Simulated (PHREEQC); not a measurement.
Solution (25 °C): 0.24 mol/kgw FeCl2. Closed to the air; pH follows from the charge balance.

Computed with PHREEQC (ion-association model, phreeqc.dat).

pH: 5.38
ionic strength: 0.668 mol/kgw
activity of water: 0.988
density: 1.023 g/cm³

| species | molality | activity | log γ |
|---|---|---|---|
| Cl- | 0.454 | 0.287 | -0.200 |
| Fe+2 | 0.214 | 0.0492 | -0.639 |
| FeCl+ | 0.0261 | 0.0194 | -0.127 |
| H+ | 5.54e-6 | 4.18e-6 | -0.122 |
| FeOH+ | 5.54e-6 | 3.67e-6 | -0.178 |
| OH- | 3.92e-9 | 2.39e-9 | -0.215 |

No solid was allowed to form.
